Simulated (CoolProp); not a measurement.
Properties of R125 along the isotherm 358.1 K.

Values from CoolProp's reference Helmholtz-energy equation of state, Lemmon 2005.

```json
[
 {"p (MPa)": "0.113", "phase": "gas", "cv (kJ/(kg K))": "0.8101", "Joule-Thomson coefficient (K/MPa)": "7.848", "expansivity (1/kK)": "2.881", "conductivity (mW/(m K))": "18.7"},
 {"p (MPa)": "0.226", "phase": "gas", "cv (kJ/(kg K))": "0.8122", "Joule-Thomson coefficient (K/MPa)": "7.926", "expansivity (1/kK)": "2.975", "conductivity (mW/(m K))": "18.7"},
 {"p (MPa)": "0.339", "phase": "gas", "cv (kJ/(kg K))": "0.8143", "Joule-Thomson coefficient (K/MPa)": "8.004", "expansivity (1/kK)": "3.073", "conductivity (mW/(m K))": "18.8"},
 {"p (MPa)": "0.452", "phase": "gas", "cv (kJ/(kg K))": "0.8165", "Joule-Thomson coefficient (K/MPa)": "8.084", "expansivity (1/kK)": "3.176", "conductivity (mW/(m K))": "18.8"},
 {"p (MPa)": "0.565", "phase": "gas", "cv (kJ/(kg K))": "0.8187", "Joule-Thomson coefficient (K/MPa)": "8.165", "expansivity (1/kK)": "3.285", "conductivity (mW/(m K))": "18.9"},
 {"p (MPa)": "0.678", "phase": "gas", "cv (kJ/(kg K))": "0.8210", "Joule-Thomson coefficient (K/MPa)": "8.247", "expansivity (1/kK)": "3.400", "conductivity (mW/(m K))": "18.9"},
 {"p (MPa)": "0.791", "phase": "gas", "cv (kJ/(kg K))": "0.8233", "Joule-Thomson coefficient (K/MPa)": "8.331", "expansivity (1/kK)": "3.522", "conductivity (mW/(m K))": "19.0"},
 {"p (MPa)": "0.905", "phase": "gas", "cv (kJ/(kg K))": "0.8257", "Joule-Thomson coefficient (K/MPa)": "8.417", "expansivity (1/kK)": "3.651", "conductivity (mW/(m K))": "19.0"},
 {"p (MPa)": "1.02", "phase": "gas", "cv (kJ/(kg K))": "0.8281", "Joule-Thomson coefficient (K/MPa)": "8.505", "expansivity (1/kK)": "3.789", "conductivity (mW/(m K))": "19.1"},
 {"p (MPa)": "1.13", "phase": "gas", "cv (kJ/(kg K))": "0.8305", "Joule-Thomson coefficient (K/MPa)": "8.590", "expansivity (1/kK)": "3.929", "conductivity (mW/(m K))": "19.2"},
 {"p (MPa)": "1.24", "phase": "gas", "cv (kJ/(kg K))": "0.8330", "Joule-Thomson coefficient (K/MPa)": "8.678", "expansivity (1/kK)": "4.077", "conductivity (mW/(m K))": "19.2"},
 {"p (MPa)": "1.36", "phase": "gas", "cv (kJ/(kg K))": "0.8357", "Joule-Thomson coefficient (K/MPa)": "8.775", "expansivity (1/kK)": "4.250", "conductivity (mW/(m K))": "19.3"},
 {"p (MPa)": "1.47", "phase": "gas", "cv (kJ/(kg K))": "0.8383", "Joule-Thomson coefficient (K/MPa)": "8.866", "expansivity (1/kK)": "4.418", "conductivity (mW/(m K))": "19.4"},
 {"p (MPa)": "1.58", "phase": "gas", "cv (kJ/(kg K))": "0.8409", "Joule-Thomson coefficient (K/MPa)": "8.959", "expansivity (1/kK)": "4.597", "conductivity (mW/(m K))": "19.5"},
 {"p (MPa)": "1.7", "phase": "gas", "cv (kJ/(kg K))": "0.8438", "Joule-Thomson coefficient (K/MPa)": "9.063", "expansivity (1/kK)": "4.806", "conductivity (mW/(m K))": "19.6"},
 {"p (MPa)": "1.81", "phase": "gas", "cv (kJ/(kg K))": "0.8466", "Joule-Thomson coefficient (K/MPa)": "9.160", "expansivity (1/kK)": "5.011", "conductivity (mW/(m K))": "19.7"}
]
```

Thermal conductivity comes from a separate model (Perkins 2006).
